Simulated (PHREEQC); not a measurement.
Na2SO4 is added in steps, without added water, to 1 kg of water holding 0.0024 mol NaHSO4, 0.00032 mol Na2CO3 and 0.17 mol KCl, at 40 °C. Oxygen alone is held at its pressure in air (log pO2 = -0.68). No CO2 enters from the air. Only these solids could form: Halite, Mirabilite, Nahcolite, Natron.

Base run: PHREEQC, ion-association model, wateq4f.dat. Each further column changes one thing. The table gives NaSO4- (mol/kgw).

```
Na2SO4 added (mol)     base  temperature from 40 to 80 °C  NaHSO4 left out  Na2CO3 replaced by Ca(HCO3)2 at the same molality  no solid may form
------------------  -------  ----------------------------  ---------------  -------------------------------------------------  -----------------
0                   7.82e-6                       7.01e-6                0                                            6.15e-6            7.82e-6
0.039               0.00303                       0.00293          0.00284                                            0.00300            0.00303
0.0715              0.00862                       0.00848          0.00837                                            0.00857            0.00862
0.1105               0.0179                        0.0178           0.0176                                             0.0178             0.0179
0.1495               0.0293                        0.0293           0.0289                                             0.0292             0.0293
0.1885               0.0424                        0.0426           0.0420                                             0.0424             0.0424
0.221                0.0545                        0.0547           0.0541                                             0.0544             0.0545
0.26                 0.0701                        0.0705           0.0697                                             0.0700             0.0701
```

The ionic strength passes 0.7 mol/kgw, the rough limit of the ion-association models, in part of: base; temperature from 40 to 80 °C; NaHSO4 left out; Na2CO3 replaced by Ca(HCO3)2 at the same molality; no solid may form. At this temperature some constants are extrapolated from 25 °C, and those without enthalpy data are left unchanged. Solids allowed in the column 'Na2CO3 replaced by Ca(HCO3)2 at the same molality': Aragonite, Gypsum, Portlandite, Halite, Mirabilite, Nahcolite, Natron.
